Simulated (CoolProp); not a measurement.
Properties of R410A along the isobar 1.14 MPa (Tc = 344.5 K, pc = 4.901 MPa, ω = 0.296).

The numbers come from the reference Helmholtz-energy equation of state, Lemmon 2003 in CoolProp. It is a pseudo-pure fit of the blend.

```
T (K)   phase        Z  cp (kJ/(kg K))  cv (kJ/(kg K))  speed of sound (m/s)  expansivity (1/kK)
-----  ------  -------  --------------  --------------  --------------------  ------------------
219.8  liquid  0.03334           1.363               …                 838.1               2.292
227.6  liquid        …           1.373          0.8553                 799.8               2.390
235.3  liquid  0.03232           1.386          0.8576                 761.7               2.503
243.1  liquid        …           1.403          0.8611                 722.9               2.638
250.9  liquid  0.03159           1.424          0.8657                 683.6               2.799
258.6  liquid  0.03134           1.449          0.8713                 644.3               2.992
266.4  liquid  0.03117           1.480          0.8782                     …               3.234
274.2  liquid  0.03109           1.519          0.8864                 561.8               3.539
305.2     gas   0.8497           1.061               …                 180.5               5.830
```

Question: What belongs in the gaps?

Answer: 
- 219.8, cv (kJ/(kg K)): 0.8542
- 227.6, Z: 0.03279
- 243.1, Z: 0.03192
- 266.4, speed of sound (m/s): 603.6
- 305.2, cv (kJ/(kg K)): 0.8044
